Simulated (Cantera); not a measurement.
**Equilibrium for iron carbonyl, mercury and lead vapours: HgO + H2**

Input: 1 mol HgO, a varied amount of H2, at 1200 K and 3.70 bar.

Method: chemical equilibrium by Gibbs-energy minimisation in Cantera with the NASA 1993 tables (ideal gas, pure condensed phases). Candidate condensed phases: H2O, Hg, HgO; 10 gas species. The numbers say what is thermodynamically allowed, not how fast it happens.

```json
[
 {"n(H2) (mol)": "0.051", "x Hg": "0.656", "x H2": "3.96e-10", "x H2O": "0.0334", "x O2": "0.311", "x OH": "1.38e-6", "x H": "2.04e-12"},
 {"n(H2) (mol)": "0.076", "x Hg": "0.650", "x H2": "5.96e-10", "x H2O": "0.0494", "x O2": "0.300", "x OH": "1.66e-6", "x H": "2.50e-12"},
 {"n(H2) (mol)": "0.11", "x Hg": "0.643", "x H2": "8.74e-10", "x H2O": "0.0707", "x O2": "0.286", "x OH": "1.96e-6", "x H": "3.03e-12"},
 {"n(H2) (mol)": "0.17", "x Hg": "0.631", "x H2": "1.38e-9", "x H2O": "0.107", "x O2": "0.262", "x OH": "2.36e-6", "x H": "3.82e-12"},
 {"n(H2) (mol)": "0.25", "x Hg": "0.615", "x H2": "2.12e-9", "x H2O": "0.154", "x O2": "0.231", "x OH": "2.74e-6", "x H": "4.72e-12"},
 {"n(H2) (mol)": "0.38", "x Hg": "0.592", "x H2": "3.47e-9", "x H2O": "0.225", "x O2": "0.183", "x OH": "3.13e-6", "x H": "6.04e-12"},
 {"n(H2) (mol)": "0.56", "x Hg": "0.562", "x H2": "5.91e-9", "x H2O": "0.315", "x O2": "0.124", "x OH": "3.35e-6", "x H": "7.89e-12"},
 {"n(H2) (mol)": "0.84", "x Hg": "0.521", "x H2": "1.42e-8", "x H2O": "0.437", "x O2": "0.0417", "x OH": "3.01e-6", "x H": "1.22e-11"},
 {"n(H2) (mol)": "1.3", "x Hg": "0.435", "x H2": "0.130", "x H2O": "0.435", "x O2": "<1e-12", "x OH": "9.86e-10", "x H": "3.71e-8"},
 {"n(H2) (mol)": "1.9", "x Hg": "0.345", "x H2": "0.310", "x H2O": "0.345", "x O2": "<1e-12", "x OH": "5.07e-10", "x H": "5.72e-8"},
 {"n(H2) (mol)": "2.8", "x Hg": "0.263", "x H2": "0.474", "x H2O": "0.263", "x O2": "<1e-12", "x OH": "3.13e-10", "x H": "7.06e-8"},
 {"n(H2) (mol)": "4.2", "x Hg": "0.192", "x H2": "0.615", "x H2O": "0.192", "x O2": "<1e-12", "x OH": "2.01e-10", "x H": "8.05e-8"}
]
```
x: gas mole fraction; nothing condenses.

From 0.051 mol H2 to 4.2 mol H2 nothing is condensed. The main Hg-bearing gas is Hg throughout.
